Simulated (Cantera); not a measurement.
Input (Python, Cantera) and output of one run.

```python
import numpy as np
import cantera as ct

gas_names = """
    N NO NO2 NO3 N2 N2O O O2 O3 Si SiN SiO SiO2 Si2 Si2N Si3
""".split()
cond_names = """
    Si(cr) Si(L) SiO2(Lqz) SiO2(hqz) SiO2(L) Si2N2O(s) Si3N4(a)
""".split()


# ... load() reads the species with a 1 bar reference pressure and builds the phases ...
atoms = {
    'Si3N4': {'Si': 3, 'N': 4},
    'O2': {'O': 2},
    'N2': {'N': 2},
}
top_T = {'Si2N2O(s)': 2100, 'Si3N4(a)': 2400}  # K; cautious upper limits of use, not melting points


# ... equilibrate(T, P, feed) seeds the gas with the atoms and calls Mixture.equilibrate('TP', solver="vcs", rtol=1e-11, max_steps=5000) ...
results = []
T = 1025  # K
P = 85  # Pa
for m in [0.093, 0.13, 0.18, 0.25, 0.36, 0.5, 0.7, 0.98, 1.4, 1.9, 2.7]:
    feed = {'Si3N4': 1, 'O2': m, 'N2': 3.8}  # mol
    mix = equilibrate(T, P, feed)
    results.append((T, P, feed, dict(zip(mix.species_names, mix.species_moles))))

top = {s: max(r[3][s] / sum(r[3][g] for g in gas_names) for r in results) for s in gas_names}
cols = sorted((s for s in top if top[s] > 0.0001), key=lambda s: -top[s])[:8]
seen = [c for c in cond_names if any(r[3].get(c, 0) > 1e-12 for r in results)]
print("log10 of partial pressures in bar; condensed amounts in mol")
print(f"{'n(O2)':>10s}" + "".join(f"{s[:9]:>10s}" for s in cols + seen))
for T, P, feed, n in results:
    ng = sum(n[g] for g in gas_names)
    print(f"{feed['O2']:10.4g}" + "".join(f"{np.log10(max(n[s] / ng * P / 1e5, 1e-99)):10.3f}" for s in cols)
          + "".join(f"{n.get(c, 0):10.4g}" for c in seen))
```

It prints:

```
log10 of partial pressures in bar; condensed amounts in mol
     n(O2)        N2 SiO2(hqz) Si2N2O(s)  Si3N4(a)
     0.093    -3.071         0     0.186     0.876
      0.13    -3.071         0      0.26    0.8267
      0.18    -3.071         0      0.36      0.76
      0.25    -3.071         0       0.5    0.6667
      0.36    -3.071         0      0.72      0.52
       0.5    -3.071         0         1    0.3333
       0.7    -3.071         0       1.4   0.06667
      0.98    -3.071    0.3067     1.347         0
       1.4    -3.071    0.8667     1.067         0
       1.9    -3.071     1.533    0.7333         0
       2.7    -3.071       2.6       0.2         0
```

Cantera equilibrium calculation (NASA polynomials, part measured and part estimated; ideal gas, pure solids and liquids). Mutual solubility and eutectic melting of coexisting phases are not modelled.
